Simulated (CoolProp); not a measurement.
Values from CoolProp's reference Helmholtz-energy equation of state, Leachman 2009.

Question: For normal hydrogen, give the phase and the density (kg/m³), cp (kJ/(kg K)), conductivity (mW/(m K)) at 33.6 K and 708 kPa.

Answer: 
- 33.6 K and 708 kPa: gas; density 6.38, cp 15.2, conductivity 33.3

Thermal conductivity comes from a separate model (Assael 2011).
